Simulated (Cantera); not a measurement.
Charge: 1 mol SiC, 0.0044 mol O2, 52 mol N2, at 825 °C and 0.000110 bar.

Equilibrium computed with Cantera from the NASA thermochemical tables; the gas is ideal and each condensed phase is pure. Candidate condensed phases: C, Si, SiC, SiO2, Si2N2O, Si3N4; 34 gas species. N2 is the only nitrogen source here; it is nearly inert below about 1500 K, so the nitride shown seldom forms there in practice. Mutual solubility and eutectic melting of coexisting phases are not modelled. The numbers say what is thermodynamically allowed, not how fast it happens.

Base state: N2 1.000 (mole fractions); condensed: C(graphite) + Si2N2O(s) + Si3N4(s).

What changes in the equilibrium state with this change: 0.093 mol H2O added?


| species | before | after |
|---|---|---|
| N2 | 1.000 | 0.998 |
| H2 | 0 | 0.00181 |
| C(graphite), mol | 1.000 | 1.000 |
| Si2N2O(s), mol | 0.00867 | 0.102 |
| Si3N4(s), mol | 0.328 | 0.266 |
Further candidate phases: C6H6, C7H8, C8H18, H2O.

What changes in the equilibrium state with this change: O2 from 0.0044 to 0.3 mol?


```tsv
species	before	after
N2	1.000	0.998
CO	2.50e-6	0.00194
C(graphite), mol	1.000	0.900
Si2N2O(s), mol	0.00867	0.500
Si3N4(s), mol	0.328	0
```

What changes in the equilibrium state with this change: SiC replaced by Si?


```json
[
 {"species": "N2", "before": "1.000", "after": "1.00"},
 {"species": "C(graphite), mol", "before": "1.000", "after": "0"},
 {"species": "Si2N2O(s), mol", "before": "0.00867", "after": "0.00880"},
 {"species": "Si3N4(s), mol", "before": "0.328", "after": "0.327"}
]
```
